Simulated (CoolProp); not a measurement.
Vapour pressure (bar) of water: the reference equation beside estimates from Tc = 373.9 °C, pc = 220.6 bar, ω = 0.344. Clausius-Clapeyron is anchored at 234.85 °C with a constant enthalpy of vaporisation of 32.25 kJ/mol.

The numbers come from the reference Helmholtz-energy equation of state, Wagner 2002 in CoolProp.

```tsv
T (°C)	reference	Clausius-Clapeyron	van der Waals	Soave-Redlich-Kwong	Peng-Robinson
83.55	0.5465	1.198	11.54	0.4840	0.5102
113.85	1.629	2.806	18.81	1.523	1.568
144.05	4.049	5.797	28.68	3.930	3.977
174.35	8.790	10.88	41.56	8.752	8.753
204.65	17.12	18.85	57.75	17.33	17.20
234.85	30.54	30.54	77.47	31.23	30.86
265.15	50.97	46.94	101.1	52.38	51.68
295.35	80.39	68.83	128.7	82.67	81.61
325.65	121.5	97.21	160.6	124.5	123.3
355.85	177.5	132.7	196.8	179.9	179.1
```

Absolute difference from the reference over all 10 rows, mean and median: Clausius-Clapeyron 33.6 and 21.9 %, van der Waals 464.0 and 195.5 %, Soave-Redlich-Kwong 3.4 and 2.6 %, Peng-Robinson 1.9 and 1.4 %.
